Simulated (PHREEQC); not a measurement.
Make-up at 25 °C: 34 mmol/kgw Na2S and 12 mmol/kgw NaOH. Closed to the air; pH follows from the charge balance.

Model: ion-association model, phreeqc.dat, run in PHREEQC.

No solid was allowed to form.

Q: Predict the pH, density, specific conductance.

A: pH 12.40; density 1.000 g/cm³; specific conductance 11000 µS/cm.

Complexes and solids missing from the database can't appear. With this much S-2 the pH rests on the database's HS-/S-2 constant; if that pK is higher, the solution is more alkaline. The database's pK near 12.9 for HS-/S-2 is now thought far too low, so its S-2 is overstated.
